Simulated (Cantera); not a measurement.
An adiabatic, constant-pressure homogeneous reactor starts with 4.51 % CH4, 10.7 % O2, 84.8 % N2, at 1725 K and 750 Torr.

Model: GRI-Mech 3.0 (53 species, 325 reactions), integrated in Cantera.

One state of this run: T (K) = 2501; x CH4 = <1e-12; x O2 = 0.0183; x HCN = 4.38e-11; x C2H2 = <1e-12; x C2H = <1e-12; x CH2CO = <1e-12. x: mole fraction; the columns are a selection and need not sum to one.

### Question
Which value of t (s) does it belong to?
A. 1.00e-6
B. 0.00110
C. 0.000272
D. 0.0182

### Answer
D, 0.0182
